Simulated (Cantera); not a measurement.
An isothermal, constant-pressure homogeneous reactor starts with H₂ : O₂ : N₂ = 0.93 : 1 : 18 (molar parts), equivalence ratio 0.47, at 1075 K and 0.490 bar.

Computed with Cantera and GRI-Mech 3.0 (53 species, 325 reactions). The temperature is held fixed by assumption; the heat of reaction is taken as removed at once.

x: mole fraction; the columns are a selection and need not sum to one.

```csv
t (s),x H₂,x O₂,x NO,x H,x H₂O,x O,x OH
2.00e-5,0.0467,0.0502,<1e-12,1.16e-10,2.73e-11,1.62e-11,8.09e-12
7.93e-5,0.0467,0.0502,<1e-12,1.06e-9,1.03e-9,2.20e-10,9.42e-11
0.000314,0.0467,0.0502,<1e-12,5.20e-7,7.71e-7,1.13e-7,(withheld)
0.00124,0.00183,0.0282,1.12e-6,0.00118,0.0450,0.000577,(withheld)
0.00493,0.000110,0.0275,1.14e-6,4.29e-6,0.0476,1.63e-5,(withheld)
0.0195,9.67e-6,0.0275,1.11e-6,1.16e-7,0.0478,1.33e-6,(withheld)
0.0775,4.37e-7,0.0275,1.11e-6,3.14e-9,0.0478,1.41e-7,(withheld)
0.307,2.22e-8,0.0275,1.13e-6,1.66e-10,0.0478,2.30e-8,(withheld)
1.22,3.75e-9,0.0275,1.14e-6,1.66e-11,0.0478,5.03e-9,(withheld)
4.82,9.11e-10,0.0275,1.15e-6,2.17e-12,0.0478,1.27e-9,(withheld)
19.1,3.57e-10,0.0275,1.15e-6,<1e-12,0.0478,4.42e-10,(withheld)
75.7,2.98e-10,0.0275,1.14e-6,<1e-12,0.0478,3.30e-10,2.30e-7
300,2.91e-10,0.0275,1.14e-6,<1e-12,0.0478,3.14e-10,2.25e-7
```

Task: What belongs in the gaps?

Result: 
- 0.000314, x OH: 4.77e-8
- 0.00124, x OH: 0.000446
- 0.00493, x OH: 4.29e-5
- 0.0195, x OH: 1.34e-5
- 0.0775, x OH: 4.79e-6
- 0.307, x OH: 1.94e-6
- 1.22, x OH: 9.04e-7
- 4.82, x OH: 4.53e-7
- 19.1, x OH: 2.67e-7
